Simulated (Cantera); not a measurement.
Predominance diagram of Ca at 1552 °C against the partial pressures of O2 and Br2 (log10, bar). Standard-state values (1 bar) from the NASA 1993 polynomials, evaluated with Cantera. Candidates: Ca(l), CaBr2(l), CaO(s). Only these pure phases compete in this equilibrium. Not in the tables: oxide halides.

```
log p(Br2) \ log p(O2)
        columns: -19, -18.1, -17.2, -16.3, -15.4, -14.5, -13.6, -12.7, -11.8, -10.9, -10, -9, -8.1, -7.2, -6.3, -5.4, -4.5, -3.6, -2.7, -1.8, -0.9, 0
      1  A A A A A A A A A A A A A A A A A A A A A A
    0.2  A A A A A A A A A A A A A A A A A A A A A A
   -0.6  A A A A A A A A A A A A A A A A A A A A A A
   -1.4  A A A A A A A A A A A A A A A A A A A A A B
   -2.1  A A A A A A A A A A A A A A A A A A A B B B
   -2.9  A A A A A A A A A A A A A A A A A B B B B B
   -3.7  A A A A A A A A A A A A A A A B B B B B B B
   -4.5  A A A A A A A A A A A A A A B B B B B B B B
   -5.3  A A A A A A A A A A A A B B B B B B B B B B
   -6.1  A A A A A A A A A A B B B B B B B B B B B B
   -6.9  A A A A A A A A B B B B B B B B B B B B B B
   -7.6  A A A A A A A B B B B B B B B B B B B B B B
   -8.4  A A A A A B B B B B B B B B B B B B B B B B
   -9.2  A A A B B B B B B B B B B B B B B B B B B B
    -10  A A B B B B B B B B B B B B B B B B B B B B
```

A: CaBr2(l); B: CaO(s).
